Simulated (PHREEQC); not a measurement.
Solution (35 °C): 1.7 mol HBr and 0.00056 mol MnSO4 per kg of water. Closed to the air; pH follows from the charge balance.

All values are PHREEQC results (ion-association model, wateq4f.dat), not measurements.

```
Property                  Value
-----------------  ------------
pH                        -0.09
ionic strength     1.70 mol/kgw
activity of water         0.942
total alkalinity   -1700 meq/kg
```

```tsv
species	molality	activity	log γ
Br-	1.70	1.59	-0.029
H+	1.70	1.23	-0.139
Mn+2	0.000560	9.82e-5	-0.756
HSO4-	0.000542	0.000319	-0.231
SO4-2	1.79e-5	2.12e-6	-0.927
MnSO4	3.01e-8	4.45e-8	0.170
```

Precipitation was switched off in this run. Caution: at this ionic strength the ion-association model is outside its range; a Pitzer model would be the better tool where its parameters exist. Complexes and solids missing from the database can't appear.
